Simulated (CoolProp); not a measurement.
Vapour-liquid equilibrium of 1-butene (1) + acetone (2) at 0.344 bar; x and y are mole fractions of (1).

Values from CoolProp's multi-fluid Helmholtz-energy mixture model, Lemmon 2005 and Lemmon 2006; pair parameters Bell 2016.

| x | bubble temperature, mixture model (K) | bubble temperature, Raoult's law (K) | y, mixture model | y, Raoult's law |
|---|---|---|---|---|
| 0.05 | 278.1 | 291.9 | 0.663 | 0.356 |
| 0.15 | 258.1 | 278.9 | 0.897 | 0.691 |
| 0.25 | 250.8 | 269.9 | 0.939 | 0.829 |
| 0.35 | 247.7 | 263.4 | 0.953 | 0.898 |
| 0.45 | 246.3 | 258.2 | 0.959 | 0.936 |
| 0.55 | 245.7 | 254.1 | 0.961 | 0.959 |
| 0.65 | 245.3 | 250.7 | 0.963 | 0.975 |
| 0.75 | 244.8 | 247.8 | 0.967 | 0.985 |
| 0.85 | 243.9 | 245.3 | 0.974 | 0.992 |
| 0.95 | 242.8 | 243.1 | 0.988 | 0.998 |

The largest gap from Raoult's law is -20.8 K in bubble temperature, at x = 0.15. No azeotrope shows between x = 0.05 and 0.95.

The pair parameters rest on a limited set of measurements; away from them the model extrapolates. With so large a gap from Raoult's law the liquid may split in two, which this calculation doesn't test in full.
